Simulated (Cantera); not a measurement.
Feed: 1 mol CS₂, 1.7 mol O₂, at 0.750 bar.

These are equilibrium values from Cantera (NASA tables, ideal gas, pure condensed phases), not measurements of a reactor. Candidate condensed phases: C, S; 22 gas species. The numbers say what is thermodynamically allowed, not how fast it happens.

x: gas mole fraction; nothing condenses.

```csv
T (K),x SO₂,x CO,x SO,x S₂,x CO₂,x S
2148,0.357,0.235,0.0665,0.172,0.157,0.00376
2198,0.355,0.245,0.0767,0.166,0.145,0.00487
2248,0.352,0.253,___,0.159,0.134,___
2298,0.349,0.261,___,0.152,0.124,___
2348,0.344,0.268,0.111,0.145,0.115,0.00976
2398,0.339,0.273,0.124,0.138,0.107,0.0120
2448,0.333,0.279,0.137,0.131,0.0994,0.0146
2498,0.327,0.283,0.151,0.123,0.0924,0.0176
2548,0.320,0.287,0.165,0.116,0.0860,0.0210
2598,0.312,0.290,0.179,0.108,0.0802,0.0247
2648,0.305,0.292,0.193,0.101,0.0749,0.0289
2698,0.297,0.294,0.207,0.0929,0.0702,0.0334
```

Problem. Fill in the missing entries.

Solution. 
- 2298, x SO: 0.0991
- 2298, x S: 0.00784
- 2248, x SO: 0.0875
- 2248, x S: 0.00622
